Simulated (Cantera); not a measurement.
A jet of 3.76 % CH4, 6.16 % O2, 90.1 % N2 at 300 K and 3100 Pa hits a platinum plate 2 cm away at a mass flux of 0.14 kg/m²/s; the plate temperature is set and raised in steps from an oxygen-covered start.

Detailed kinetics in Cantera: Deutschmann's 1995 Pt surface mechanism with GRI-Mech 3.0 gas chemistry. Catalytic surfaces can have several steady states; this one follows from the mechanism file's or the stated starting coverage.

x: mole fraction at the wall; θ: surface coverage.

```
plate T (K)  wall x CH4  wall x O2  wall x H2O  wall x OH  wall x CO  wall x CO2  θ free Pt     θ O*
-----------  ----------  ---------  ----------  ---------  ---------  ----------  ---------  -------
950              0.0277     0.0405      0.0185          …    2.03e-5      0.0121      0.410    0.589
1000             0.0241     0.0327      0.0253          …    2.57e-5      0.0166      0.506    0.493
1050             0.0206     0.0254      0.0316          …    3.27e-5      0.0208      0.605    0.394
1100             0.0176     0.0191      0.0371          …    4.35e-5      0.0244      0.704    0.296
1150             0.0150     0.0136      0.0418          …    6.47e-5      0.0276      0.805    0.195
1200             0.0110    0.00750      0.0488          …    0.00437      0.0274      0.997  0.00210
1250             0.0112    0.00779      0.0483          …    0.00401      0.0276      0.997  0.00256
```

Task: What belongs in the gaps?

Result: 
- 950, wall x OH: 9.46e-8
- 1000, wall x OH: 2.66e-7
- 1050, wall x OH: 6.39e-7
- 1100, wall x OH: 1.35e-6
- 1150, wall x OH: 2.43e-6
- 1200, wall x OH: 5.44e-7
- 1250, wall x OH: 1.16e-6
